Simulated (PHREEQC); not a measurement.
Sulfide liquor

A solution holds 0.0013 mol/kgw H2S, 0.095 mol/kgw NaCl and 0.0028 mol/kgw ZnCl2, at 25 °C. Closed to the air; pH follows from the charge balance.

All values are PHREEQC results (ion-association model, wateq4f.dat), not measurements.

This is a speciation only: nothing precipitates in the calculation.

Question: Estimate the pH.

Answer: pH 3.05.

Question: In which forms is Zn present?

Answer: Zn+2 72 %, Zn(HS)2 19 %, ZnCl+ 7.7 % of the Zn.

The solution is supersaturated, for example in ZnS(a), Sphalerite (slow to form), so a real one may precipitate; this is no full list. The polysulfide entries of wateq4f.dat were taken out for this run.
